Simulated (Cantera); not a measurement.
Cantera run, input and output.

```python
import numpy as np
import cantera as ct

gas = ct.Solution("gri30.yaml")
gas.TPX = 1475, 710000, {'CH3OH': 1, 'O2': 1, 'N2': 11, 'H2O': 3.5}
reactor = ct.IdealGasConstPressureReactor(gas, energy="on", clone=False)
net = ct.ReactorNet([reactor])
net.rtol, net.atol = 1e-08, 1e-16
show = ['CH3OH', 'O2', 'H2O', 'N2O', 'OH', 'C2H', 'NO2']
times = np.geomspace(8e-06, 0.1, 14)

steps = ct.SolutionArray(gas, extra=["t"])
rows = []
print(f"{'t/s':>10s}{'T/K':>9s}{'P/Pa':>11s}" + "".join(f"{s:>11s}" for s in show))
for t in times:
    while net.time < t:
        t_next = net.step()
        steps.append(gas.state, t=t_next)
    rows.append([np.interp(t, steps.t, y) for y in (steps.T, steps.P, *steps(*show).X.T)])
    print(f"{t:10.3e}{rows[-1][0]:9.1f}{rows[-1][1]:11.4g}" + "".join(f"{x:11.3e}" for x in rows[-1][2:]))
rate = np.gradient(steps.T, steps.t)
print("integrator steps:", len(steps.t))
if steps.T.max() > steps.T[0] + 200:
    print(f"time of steepest temperature rise: {steps.t[rate.argmax()]:.4e} s")
gas.TPX = 1475, 710000, {'CH3OH': 1, 'O2': 1, 'N2': 11, 'H2O': 3.5}
gas.equilibrate("HP")
print(f"equilibrium (HP): T = {gas.T:.1f} K  " + "  ".join(f"{s} {gas[s].X[0]:.3e}" for s in show))
```

It prints:

```
       t/s      T/K       P/Pa      CH3OH         O2        H2O        N2O         OH        C2H        NO2
 8.000e-06   1474.8    7.1e+05  6.023e-02  6.042e-02  2.122e-01  7.943e-10  7.177e-07  6.707e-18  1.113e-14
 1.653e-05   1475.1    7.1e+05  5.883e-02  5.985e-02  2.125e-01  4.266e-09  3.017e-06  7.181e-17  2.480e-13
 3.415e-05   1505.1    7.1e+05  3.895e-02  5.123e-02  2.209e-01  3.065e-08  3.971e-05  1.278e-14  1.435e-11
 7.056e-05   2028.1    7.1e+05  1.475e-13  5.043e-04  2.762e-01  5.292e-08  2.001e-03  6.459e-19  4.622e-10
 1.458e-04   2055.9    7.1e+05  8.283e-14  3.341e-05  2.780e-01  1.270e-08  5.440e-04  7.863e-20  1.508e-10
 3.012e-04   2060.4    7.1e+05  6.532e-14  5.793e-06  2.785e-01  5.067e-09  2.417e-04  2.722e-20  8.269e-11
 6.223e-04   2061.5    7.1e+05  5.911e-14  2.179e-06  2.786e-01  3.175e-09  1.628e-04  1.440e-20  6.312e-11
 1.286e-03   2061.6    7.1e+05  5.926e-14  1.817e-06  2.786e-01  2.935e-09  1.525e-04  1.271e-20  6.055e-11
 2.656e-03   2061.6    7.1e+05  5.940e-14  1.810e-06  2.786e-01  2.932e-09  1.523e-04  1.292e-20  6.159e-11
 5.488e-03   2061.6    7.1e+05  5.940e-14  1.810e-06  2.786e-01  2.932e-09  1.523e-04  1.293e-20  6.414e-11
 1.134e-02   2061.6    7.1e+05  5.940e-14  1.810e-06  2.786e-01  2.934e-09  1.523e-04  1.293e-20  6.941e-11
 2.343e-02   2061.6    7.1e+05  5.941e-14  1.810e-06  2.786e-01  2.939e-09  1.523e-04  1.293e-20  8.013e-11
 4.840e-02   2061.6    7.1e+05  5.942e-14  1.809e-06  2.786e-01  2.950e-09  1.523e-04  1.293e-20  1.015e-10
 1.000e-01   2061.6    7.1e+05  5.943e-14  1.808e-06  2.786e-01  2.977e-09  1.522e-04  1.293e-20  1.416e-10
integrator steps: 1741
time of steepest temperature rise: 4.9280e-05 s
equilibrium (HP): T = 2061.5 K  CH3OH 6.133e-14  O2 1.805e-06  H2O 2.786e-01  N2O 3.160e-09  OH 1.521e-04  C2H 1.455e-20  NO2 2.887e-10
```

Cantera simulation using GRI-Mech 3.0 (53 species, 325 reactions); the numbers are that mechanism's predictions, not measurements. GRI-Mech 3.0 was tuned for natural gas; its chemistry of methanol as a main component is partial and can be far from experiment.
